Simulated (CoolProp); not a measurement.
C2F6 (R116) along the isotherm 25.55 °C: density (kg/m³) from the reference equation and from simpler models built on Tc = 19.9 °C, pc = 3.048 MPa, ω = 0.257; each cubic takes its own stable root.

The numbers come from the reference Helmholtz-energy equation of state, Lemmon 2006 in CoolProp. It is a short technical equation, of lower accuracy than the large ones.

```csv
p (MPa),phase,reference
0.0482,gas,2.692
0.0707,gas,3.958
0.104,gas,5.842
0.152,gas,8.582
0.224,gas,12.74
0.328,gas,18.88
0.482,gas,28.23
0.707,gas,42.55
1.04,gas,65.39
1.52,gas,102.9
2.24,gas,175.4
3.28,supercritical,417.3
4.82,supercritical,970.6
7.07,supercritical,1081
10.4,supercritical,1165
15.2,supercritical,1240
```

### Question
How far does each simpler model (ideal gas, van der Waals, Redlich-Kwong) lie from the reference over these 16 states: mean and median of the absolute difference, and the worst?

### Answer
- ideal gas: mean 22.2 %, median 9.6 %, worst -72.4 % at 25.55 °C and 4.82 MPa
- van der Waals: mean 7.2 %, median 0.9 %, worst -25.1 % at 25.55 °C and 4.82 MPa
- Redlich-Kwong: mean 2.1 %, median 0.2 %, worst -11.7 % at 25.55 °C and 4.82 MPa
